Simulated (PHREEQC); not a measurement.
Dissolve 4.2 mmol/kgw HF, 0.72 mmol/kgw NH4HF2, 0.00082 mmol/kgw H4SiO4 and 5.6 mmol/kgw H3PO4 at 37 °C. Closed to the air; pH follows from the charge balance.

Equilibrium calculation in PHREEQC: ion-association model, phreeqc.dat.

Precipitation was switched off in this run.

### Question
Estimate the pH, ionic strength, specific conductance.

### Answer
pH 2.46; ionic strength 0.00444 mol/kgw; specific conductance 1850 µS/cm.

### Question
In which forms is F present?

### Answer
HF 85 %, F- 14 %, HF2- 0.6 % of the F.

Complexes and solids missing from the database can't appear. Away from 25 °C the constants follow the database's enthalpies or fits; those with neither stay at their 25 °C values. SiF6-2 is the database's only silicon fluoride.
